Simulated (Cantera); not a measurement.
Input: 1 mol Si3H8, 0.04 mol Cl2, 100 mol N2, at 1477 °C and 0.00370 bar.

These are equilibrium values from Cantera (NASA tables, ideal gas, pure condensed phases), not measurements of a reactor. Candidate condensed phases: NH4Cl, Si, Si3N4; 28 gas species. The feed counts by its element totals alone. The tables' values for SiN are old estimates; treat these amounts as uncertain. The numbers say what is thermodynamically allowed, not how fast it happens.

Base state: N2 0.960, H2 0.0377, H 0.000742, HCl 0.000669, Si 0.000406, SiCl2 3.95e-5, Si2N 2.12e-5, SiN 1.25e-5 (mole fractions); condensed: Si(l).

**Question.** What changes in the equilibrium state with this change: temperature from 1477 °C to 675 °C?

**Answer.** 
```tsv
species	before	after
N2	0.960	0.960
H2	0.0377	0.0388
HCl	0.000669	0.000784
H	0.000742	1.70e-9
Si	0.000406	<1e-9
SiCl2	3.95e-5	<1e-9
Si2N	2.12e-5	<1e-9
SiN	1.25e-5	<1e-9
Cl	1.02e-5	<1e-9
Si(l), mol	2.95	0
Si3N4(s), mol	0	1.00
```
N2 is the only nitrogen source here; it is nearly inert below about 1500 K, so the nitride shown seldom forms there in practice.

**Question.** What changes in the equilibrium state with this change: Cl2 from 0.04 to 0.26 mol?

**Answer.** 
```tsv
species	before	after
N2	0.960	0.958
H2	0.0377	0.0364
HCl	0.000669	0.00312
SiCl2	3.95e-5	0.000886
Cl	1.02e-5	4.81e-5
SiCl	9.99e-6	4.73e-5
H	0.000742	0.000730
SiN	1.25e-5	1.25e-5
Si(l), mol	2.95	2.85
```
The tables' values for SiCl, SiN are old estimates; treat these amounts as uncertain.
